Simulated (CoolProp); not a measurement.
Vapour-liquid equilibrium of p-xylene (1) + n-nonane (2) at 54.55 °C; x and y are mole fractions of (1).

Computed with CoolProp (multi-fluid Helmholtz-energy mixture model, Zhou 2012 and Lemmon 2006; pair parameters Bell 2016).

```tsv
x	bubble pressure, mixture model (MPa)	bubble pressure, Raoult's law (MPa)	y, mixture model	y, Raoult's law
0.05	0.003195	0.003164	0.093	0.085
0.15	0.003469	0.003396	0.250	0.237
0.25	0.003721	0.003629	0.379	0.370
0.35	0.003958	0.003861	0.490	0.487
0.45	0.004184	0.004094	0.588	0.591
0.55	0.004405	0.004326	0.677	0.683
0.65	0.004621	0.004559	0.758	0.766
0.75	0.004836	0.004791	0.834	0.841
0.85	0.005050	0.005024	0.904	0.909
0.95	0.005265	0.005256	0.969	0.971
```

The largest gap from Raoult's law is +2.5 % in bubble pressure, at x = 0.25. No azeotrope shows between x = 0.05 and 0.95.

The pair parameters rest on a limited set of measurements; away from them the model extrapolates.
